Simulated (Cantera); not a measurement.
Feed: 1 mol B2O3, 92 mol H2, 0.47 mol O2, at 13.3 mbar.

These are equilibrium values from Cantera (NASA tables, ideal gas, pure condensed phases), not measurements of a reactor. Candidate condensed phases: B, B2O3, B3O3H3, H2O; 23 gas species. Gases not in the tables: H3BO3. Equilibrium is a limit: real reactors are often held back by kinetics, nucleation or transport.

x: gas mole fraction; n: condensed amount in mol.

| T (°C) | x H2 | x HBO2 | x H2O | x H | x HBO | n B2O3(l) |
|---|---|---|---|---|---|---|
| 702 | 0.990 | 1.34e-5 | 0.0102 | 9.86e-9 | 4.56e-9 | 0.999 |
| 802 | 0.990 | 9.82e-5 | 0.0102 | 1.26e-7 | 1.29e-7 | 0.995 |
| 902 | 0.990 | 0.000499 | 0.00996 | 1.06e-6 | 2.04e-6 | 0.977 |
| 1002 | 0.989 | ? | 0.00927 | ? | ? | 0.911 |
| 1102 | 0.987 | 0.00542 | 0.00756 | 2.95e-5 | 0.000165 | 0.733 |
| 1202 | 0.981 | ? | ? | ? | ? | ? |
| 1302 | 0.976 | 0.0144 | 0.00435 | 0.000356 | 0.00274 | 0 |
| 1402 | 0.974 | 0.0136 | 0.00523 | 0.000993 | 0.00365 | 0 |
| 1502 | 0.972 | 0.0128 | 0.00620 | 0.00247 | 0.00461 | 0 |
| 1602 | 0.967 | 0.0119 | 0.00726 | 0.00558 | 0.00553 | 0 |

Fill in the missing entries.


- 1202, x HBO2: 0.0117
- 1202, x H2O: 0.00486
- 1202, x H: 0.000111
- 1202, x HBO: 0.00110
- 1202, n B2O3(l): 0.317
- 1002, x HBO2: 0.00189
- 1002, x H: 6.35e-6
- 1002, x HBO: 2.12e-5
